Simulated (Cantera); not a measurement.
A closed system holds: 1 mol SiHCl3, 3.6 mol NH3, 0.31 mol N2, held at 10.0 mbar.

Equilibrium computed with Cantera from the NASA thermochemical tables; the gas is ideal and each condensed phase is pure. Candidate condensed phases: NH4Cl, Si, Si3N4; 28 gas species. The tables' values for SiCl3, SiCl are old estimates; treat these amounts as uncertain. Kinetics and transport are ignored.

Q: At 1598 K, list the 4 most abundant gas species with their mole fractions, and the condensed phases.

A: H2 0.543, N2 0.200, HCl 0.190, SiCl2 0.0632. Condensed: Si3N4(s).
